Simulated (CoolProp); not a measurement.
Saturation properties of toluene (Tc = 591.7 K, pc = 4126 kPa, ω = 0.266).

Model: reference Helmholtz-energy equation of state, Lemmon 2006, in CoolProp. It is a short technical equation, of lower accuracy than the large ones.

```tsv
T (K)	p (kPa)	liquid density (kg/m³)	vapour viscosity (µPa s)
317.1	9.438	844.4	7.38
332.9	18.36	829.4	7.72
348.7	33.25	814.1	8.06
364.5	56.70	798.6	8.39
380.3	91.78	782.7	8.73
396.1	142.1	766.3	9.06
411.9	211.7	749.4	9.40
427.7	304.9	731.8	9.74
```

It boils at 383.7 K under 1 atm.

Viscosity comes from a separate model (Avgeri 2015).
